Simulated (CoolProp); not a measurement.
20 sccm (0 °C, 1 atm) of nitrogen bubbles through liquid hexamethyldisiloxane (MM) at 337.7 K and leaves saturated at a total pressure of 0.15 MPa (ideal gas phase). Each further row changes one setting.

The numbers come from the reference Helmholtz-energy equation of state, Thol 2016 in CoolProp.

```tsv
case	vapour pressure (kPa)	mole fraction of vapour	delivery (mg/min)	delivery (sccm)	change of delivery for a bath 1 K warmer (%)
as stated	31.1	0.207	37.9	5.23	4.8
bath temperature 342.7 K	37.3	0.249	48.0	6.63	4.9
total pressure 0.3 MPa	31.1	0.104	16.8	2.31	4.2
```
